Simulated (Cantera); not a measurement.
Input: 1 mol NaCl, 3.1 mol H2, held at 1825 K and 7.50 Torr.

Equilibrium computed with Cantera from the NASA thermochemical tables; the gas is ideal and each condensed phase is pure. Candidate condensed phases: Na, NaCl; 10 gas species. Rates play no part.

Base state: H2 0.727, NaCl 0.210, Na 0.0300, HCl 0.0299, H 0.00375, Cl 0.000118, Na2Cl2 6.61e-5, NaH 1.71e-5 (mole fractions); condensed: gas only.

Question: What changes in the equilibrium state with this change: pressure from 7.50 Torr to 0.0113 Torr?

Answer: 
```json
[
 {"species": "H2", "before": "0.727", "after": "0.585"},
 {"species": "Na", "before": "0.0300", "after": "0.110"},
 {"species": "NaCl", "before": "0.210", "after": "0.109"},
 {"species": "H", "before": "0.00375", "after": "0.0870"},
 {"species": "Cl", "before": "0.000118", "after": "0.0112"},
 {"species": "HCl", "before": "0.0299", "after": "0.0985"},
 {"species": "Na2Cl2", "before": "6.61e-5", "after": "2.68e-8"},
 {"species": "NaH", "before": "1.71e-5", "after": "2.17e-6"}
]
```
